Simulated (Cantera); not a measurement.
A freely propagating, adiabatic, planar premixed flame of H₂ : O₂ : N₂ = 1 : 0.602 : 2.27 (molar parts), equivalence ratio 0.83, unburnt at 550 K and 0.150 bar; mixture-averaged transport, grid criteria slope 0.08 and curve 0.16, no radiation.

Computed with Cantera and the H2/O2 subset of GRI-Mech 3.0, which has no nitrogen chemistry. Burning velocities carry a grid error of a few per cent, more on coarse grids.

Predict: laminar burning velocity; thermal thickness; peak x(HO₂); peak x(H₂O₂); peak x(OH).


| Quantity | Value |
|---|---|
| laminar burning velocity | 464 cm/s |
| thermal thickness | 5.39 mm |
| peak x(HO₂) | 7.09e-5 |
| peak x(H₂O₂) | 2.42e-6 |
| peak x(OH) | 0.0174 |
